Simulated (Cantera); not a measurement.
A perfectly stirred reactor is fed with C3H8 : O2 : N2 = 1 : 7.46 : 28.1 (molar parts), at 5.00 bar; it is adiabatic with a 575 K inlet, and is followed from long to short residence time, starting on the burning branch (τ in s: 0.24, 0.11, 0.05, 0.023, 0.01, 0.0047, 0.0021, 0.00098, 0.00045, 0.0002, 9.3e-05).

Detailed kinetics in Cantera: GRI-Mech 3.0 (53 species, 325 reactions). GRI-Mech 3.0 was tuned for natural gas; its chemistry of propane as a main component is partial and can be far from experiment.

### Question
Predict: blow-out, bracketed by the residence times tried; x(C3H8) at τ = 0.240 s; x(O2) at τ = 0.240 s; x(CO) at τ = 0.240 s; x(CH3) at τ = 0.240 s; x(NO2) at τ = 0.240 s; x(C3H8) at τ = 4.70 ms; x(O2) at τ = 4.70 ms; x(CO) at τ = 4.70 ms; x(CH3) at τ = 4.70 ms; x(NO2) at τ = 4.70 ms.

### Answer
```json
{
  "blow_out_bracketed_by_the_residence_times_tried": "burning at 93.0 µs, the shortest tried",
  "x(C3H8) at τ = 0.240 s": "5.18e-8",
  "x(O2) at τ = 0.240 s": "0.0648",
  "x(CO) at τ = 0.240 s": "0.000289",
  "x(CH3) at τ = 0.240 s": "1.16e-7",
  "x(NO2) at τ = 0.240 s": "1.83e-6",
  "x(C3H8) at τ = 4.70 ms": "1.87e-6",
  "x(O2) at τ = 4.70 ms": "0.0655",
  "x(CO) at τ = 4.70 ms": "0.00131",
  "x(CH3) at τ = 4.70 ms": "3.15e-6",
  "x(NO2) at τ = 4.70 ms": "2.41e-7"
}
```
